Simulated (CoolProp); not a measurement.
Vapour-liquid equilibrium of R143a (1) + R236FA (2) at 272.2 K; x and y are mole fractions of (1).

The numbers come from the multi-fluid Helmholtz-energy mixture model, Lemmon and Jacobsen 2000 and Pan 2012; pair parameters Bell 2016 in CoolProp.

Give the bubble pressure and the first vapour's composition at x = 0.725, 0.8, 0.875. Is there an azeotrope?

x = 0.725: 447.7 kPa, y = 0.927; x = 0.8: 488.6 kPa, y = 0.951; x = 0.875: 530.3 kPa, y = 0.971. No azeotrope shows between x = 0.05 and 0.95.

The pair parameters rest on a limited set of measurements; away from them the model extrapolates.
